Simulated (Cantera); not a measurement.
Charge: 1 mol SiCl4, 0.73 mol H2, equilibrated at 1250 K and 1600000 Pa.

Cantera equilibrium calculation (NASA polynomials, part measured and part estimated; ideal gas, pure solids and liquids). Candidate condensed phases: Si; 19 gas species. The tables' values for SiCl3 are old estimates; treat these amounts as uncertain. The numbers say what is thermodynamically allowed, not how fast it happens.

Question: What is the equilibrium state?

Answer: 
* **x(SiCl4)**: 0.494
* **x(H2)**: 0.341
* **x(HCl)**: 0.0833
* **x(SiHCl3)**: 0.0721
* **x(SiCl3)**: 0.00695
* **x(SiH2Cl2)**: 0.00143
* **x(SiCl2)**: 0.000699
* **x(SiH3Cl)**: 7.86e-6
* **gas amount**: 1.737 mol
* **log10 activity of Si(s) (absent)**: -1.86
